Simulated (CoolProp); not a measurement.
R141b at 232.1 K and 0.179 MPa flows at 19 m/s in a round tube of 25 mm bore and 45 µm roughness, fully developed (64/Re and Nu = 3.66 if laminar; Colebrook and Gnielinski if turbulent). Each further row changes one setting.

Values from CoolProp's reference Helmholtz-energy equation of state, Lemmon 2006. It is a short technical equation, of lower accuracy than the large ones.

```tsv
case	Reynolds number	Darcy friction factor	pressure drop (Pa/m)	heat-transfer coefficient (W/(m² K))	mass flow (kg/h)
as stated	631000	0.0231	226000	23100	45500
velocity 38 m/s	1260000	0.0229	898000	46100	91100
diameter 50 mm	1260000	0.0194	95000	20700	182000
```

Viscosity comes from a separate model (Huber 2003), an estimate that may be off by 10 % or more. Thermal conductivity comes from a separate model (Huber 2003), an estimate that may be off by 10 % or more.
